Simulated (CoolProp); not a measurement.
Properties of toluene along the isobar 16.6 MPa (Tc = 318.6 °C, pc = 4.126 MPa, ω = 0.266).

Values from CoolProp's reference Helmholtz-energy equation of state, Lemmon 2006. It is a short technical equation, of lower accuracy than the large ones.

```tsv
T (°C)	phase	viscosity (µPa s)	fugacity coefficient
-18.55	liquid	1200	3.354e-5
-6.85	liquid	981	7.516e-5
4.85	liquid	823	0.0001555
16.65	liquid	701	0.0003015
28.35	liquid	607	0.0005471
40.05	liquid	532	0.0009409
51.85	liquid	471	0.001550
63.55	liquid	421	0.002437
75.25	liquid	379	0.003693
87.05	liquid	344	0.005428
98.75	liquid	314	0.007718
110.45	liquid	288	0.01068
122.25	liquid	265	0.01446
133.95	liquid	246	0.01911
145.65	liquid	228	0.02474
157.45	liquid	213	0.03152
```

Viscosity comes from a separate model (Avgeri 2015).
